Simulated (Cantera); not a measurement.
## Ignition delay

Mixture: 33.5 % H₂, 14.0 % O₂, 52.6 % N₂, equivalence ratio 1.2, at 0.540 bar, adiabatic and at constant pressure. Ignition delay is the time to a rise of 400 K.

Detailed kinetics in Cantera: GRI-Mech 3.0 (53 species, 325 reactions). Where the delays flatten at high temperature, the 400 K rule measures the pace of heat release, not the induction time.

| T0 (K) | delay (ms) |
|---|---|
| 1225 | 0.0802 |
| 1325 | 0.0568 |
| 1425 | 0.0459 |
| 1525 | 0.0413 |
| 1625 | 0.0406 |
| 1725 | 0.0424 |
| 1825 | 0.0461 |
